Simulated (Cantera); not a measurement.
# Equilibrium for silicon nitride deposition: SiH4 + N2 + H2

Charge: 1 mol SiH4, a varied amount of N2, 67 mol H2, at 602 °C and 10.0 mbar.

Cantera equilibrium calculation (NASA polynomials, part measured and part estimated; ideal gas, pure solids and liquids). Candidate condensed phases: Si, Si3N4; 18 gas species. N2 is the only nitrogen source here; it is nearly inert below about 1500 K, so the nitride shown seldom forms there in practice. Kinetics and transport are ignored.

At 0.35 mol N2 the condensed part is Si(s) + Si3N4(s). From 0.89 mol N2 to 5.3 mol N2 the condensed part is Si3N4(s).

```csv
n(N2) (mol),x H2,x N2,x NH3,x SiH4,n Si(s),n Si3N4(s)
0.35,1.00,2.67e-12,2.44e-11,2.77e-9,0.475,0.175
0.89,0.997,0.00323,8.43e-7,<1e-12,0,0.333
1.4,0.989,0.0105,1.50e-6,<1e-12,0,0.333
2,0.981,0.0190,1.99e-6,<1e-12,0,0.333
2.5,0.974,0.0259,2.31e-6,<1e-12,0,0.333
3.1,0.966,0.0341,2.61e-6,<1e-12,0,0.333
3.6,0.959,0.0408,2.83e-6,<1e-12,0,0.333
4.2,0.951,0.0487,3.05e-6,<1e-12,0,0.333
4.7,0.945,0.0552,3.22e-6,<1e-12,0,0.333
5.3,0.937,0.0629,3.39e-6,<1e-12,0,0.333
```
x: gas mole fraction; n: condensed amount in mol.
